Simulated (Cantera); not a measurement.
A closed system holds: 1 mol Si3N4, 0.059 mol C, 1.6 mol N2, equilibrated at 2923.15 K.

Method: chemical equilibrium by Gibbs-energy minimisation in Cantera with the NASA 1993 tables (ideal gas, pure condensed phases). Candidate condensed phases: C, Si, SiC, Si3N4; 20 gas species. Mutual solubility and eutectic melting of coexisting phases are not modelled. The tables' values for SiN are old estimates; treat these amounts as uncertain. The numbers say what is thermodynamically allowed, not how fast it happens.

x: gas mole fraction; n: condensed amount in mol.

```json
[
 {"P (Pa)": "1", "x N2": "0.539", "x Si": "0.450", "x Si2": "1.29e-6", "x Si2C": "5.62e-8", "x C": "[?]", "x SiN": "6.12e-5", "n Si(l)": "0", "n SiC(s)": "0"},
 {"P (Pa)": "10", "x N2": "0.540", "x Si": "0.451", "x Si2": "1.30e-5", "x Si2C": "3.93e-6", "x C": "[?]", "x SiN": "0.000194", "n Si(l)": "0", "n SiC(s)": "0"},
 {"P (Pa)": "100", "x N2": "0.542", "x Si": "0.450", "x Si2": "0.000129", "x Si2C": "0.000130", "x C": "[?]", "x SiN": "0.000614", "n Si(l)": "0", "n SiC(s)": "0"},
 {"P (Pa)": "1000", "x N2": "0.545", "x Si": "0.445", "x Si2": "0.00126", "x Si2C": "0.00165", "x C": "[?]", "x SiN": "0.00192", "n Si(l)": "0", "n SiC(s)": "0"},
 {"P (Pa)": "10000", "x N2": "0.556", "x Si": "0.416", "x Si2": "0.0110", "x Si2C": "0.00748", "x C": "[?]", "x SiN": "0.00574", "n Si(l)": "0", "n SiC(s)": "0"},
 {"P (Pa)": "100000", "x N2": "0.906", "x Si": "0.0707", "x Si2": "0.00319", "x Si2C": "0.00967", "x C": "[?]", "x SiN": "0.00394", "n Si(l)": "2.57", "n SiC(s)": "0"},
 {"P (Pa)": "1000000", "x N2": "0.986", "x Si": "0.00707", "x Si2": "0.000319", "x Si2C": "0.00252", "x C": "[?]", "x SiN": "0.00130", "n Si(l)": "2.90", "n SiC(s)": "0.0352"}
]
```

Question: Complete the blanks.

Answer: 
- 1, x C: 0.00735
- 10, x C: 0.00512
- 100, x C: 0.00170
- 1000, x C: 0.000221
- 10000, x C: 1.15e-5
- 100000, x C: 5.13e-6
- 1000000, x C: 1.34e-6
